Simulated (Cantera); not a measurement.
Input (Python, Cantera) and output of one run.

```python
import numpy as np
import cantera as ct

gas_names = """
    CL CLO CL2 H HCL HNO HNO2 HNO3 HOCL HO2 H2 H2O H2O2 N NH NH2 NH3 NH2OH NO NO2 NO3 N2 N2H2 N2H4 N2O O
    OH O2 O3 Si SiCL SiCL2 SiCL3 SiCL4 SiH SiHCL3 SiH2 SiH2CL2 SiH3 SiH3CL SiH4 SiN SiO SiO2 Si2 Si2N
    Si3
""".split()
cond_names = """
    H2O(s) H2O(L) NH4CL(a) NH4CL(b) Si(cr) Si(L) SiO2(Lqz) SiO2(hqz) SiO2(L) Si2N2O(s) Si3N4(a)
""".split()


def load(file, names, dense=False):
    # The tables refer to 1 bar. Condensed volumes are neglected.
    table = {s.name: s for s in ct.Species.list_from_file(file)}
    out = []
    for n in names:
        d = dict(table[n].input_data)
        d["thermo"] = dict(d["thermo"], **{"reference-pressure": 1e5})
        if dense:
            d["equation-of-state"] = {"model": "constant-volume", "density": "1e6 g/cm^3"}
        out.append(ct.Species.from_dict(d))
    return out


gas = ct.Solution(thermo="ideal-gas", species=load("nasa_gas.yaml", gas_names))
cond = {s.name: ct.Solution(thermo="fixed-stoichiometry", species=[s], name=s.name)
        for s in load("nasa_condensed.yaml", cond_names, dense=True)}
atoms = {
    'SiH2Cl2': {'Si': 1, 'H': 2, 'CL': 2},
    'H2O': {'H': 2, 'O': 1},
    'N2': {'N': 2},
}
top_T = {'Si2N2O(s)': 2100, 'Si3N4(a)': 2400}  # K; cautious upper limits of use, not melting points


def equilibrate(T, P, feed):
    n = {}
    for name, mol in feed.items():
        for a, k in atoms[name].items():
            n[a] = n.get(a, 0.0) + k * mol
    gas.TPX = T, P, n
    mass = sum(n.values()) * gas.mean_molecular_weight
    gas.equilibrate("TP")
    valid = [c for c in cond.values() if c.min_temp <= T <= top_T.get(c.name, c.max_temp)]
    mix = ct.Mixture([(gas, mass / gas.mean_molecular_weight)] + [(c, 0.0) for c in valid])
    mix.T, mix.P = T, P
    mix.equilibrate("TP", solver="vcs", rtol=1e-11, max_steps=5000)
    return mix


results = []
T = 825  # K
P = 133.322  # Pa
for m in [0.11, 0.21, 0.42, 0.84, 1.7, 3.3, 6.6]:
    feed = {'SiH2Cl2': 1, 'H2O': m, 'N2': 28}  # mol
    mix = equilibrate(T, P, feed)
    results.append((T, P, feed, dict(zip(mix.species_names, mix.species_moles))))
    x = sorted(zip(gas.X, gas.species_names), reverse=True)
    print(f"T = {T:g} K  P = {P:g} Pa  n(H2O) = {m:g} mol  gas = {mix.phase_moles(0):.4g} mol")
    print("   x: " + "  ".join(f"{s} {v:.3e}" for v, s in x if v > 0.0001))
    print("   condensed (mol): " + ("  ".join(f"{mix.phase(i).name} {mix.phase_moles(i):.4g}"
          for i in range(1, mix.n_phases) if mix.phase_moles(i) > 1e-12) or "none"))
```

Result:

```
T = 825 K  P = 133.322 Pa  n(H2O) = 0.11 mol  gas = 29.44 mol
   x: N2 9.324e-01  HCL 5.152e-02  H2 1.194e-02  SiCL4 4.103e-03
   condensed (mol): Si2N2O(s) 0.11  Si3N4(a) 0.2197
T = 825 K  P = 133.322 Pa  n(H2O) = 0.21 mol  gas = 29.58 mol
   x: N2 9.288e-01  HCL 5.366e-02  H2 1.408e-02  SiCL4 3.487e-03
   condensed (mol): Si2N2O(s) 0.21  Si3N4(a) 0.1589
T = 825 K  P = 133.322 Pa  n(H2O) = 0.42 mol  gas = 29.87 mol
   x: N2 9.214e-01  HCL 5.709e-02  H2 1.900e-02  SiCL4 2.466e-03
   condensed (mol): Si2N2O(s) 0.42  Si3N4(a) 0.02877
T = 825 K  P = 133.322 Pa  n(H2O) = 0.84 mol  gas = 30.45 mol
   x: N2 9.067e-01  HCL 6.567e-02  H2 2.758e-02
   condensed (mol): SiO2(Lqz) 0.2267  Si2N2O(s) 0.3867
T = 825 K  P = 133.322 Pa  n(H2O) = 1.7 mol  gas = 31.6 mol
   x: N2 8.829e-01  HCL 6.329e-02  H2 5.380e-02
   condensed (mol): SiO2(Lqz) 0.8  Si2N2O(s) 0.1
T = 825 K  P = 133.322 Pa  n(H2O) = 3.3 mol  gas = 33.3 mol
   x: N2 8.408e-01  HCL 6.006e-02  H2 6.006e-02  H2O 3.904e-02
   condensed (mol): SiO2(Lqz) 1
T = 825 K  P = 133.322 Pa  n(H2O) = 6.6 mol  gas = 36.6 mol
   x: N2 7.650e-01  H2O 1.257e-01  HCL 5.464e-02  H2 5.464e-02
   condensed (mol): SiO2(Lqz) 1
```

Equilibrium computed with Cantera from the NASA thermochemical tables; the gas is ideal and each condensed phase is pure. N2 is the only nitrogen source here; it is nearly inert below about 1500 K, so the nitride shown seldom forms there in practice.
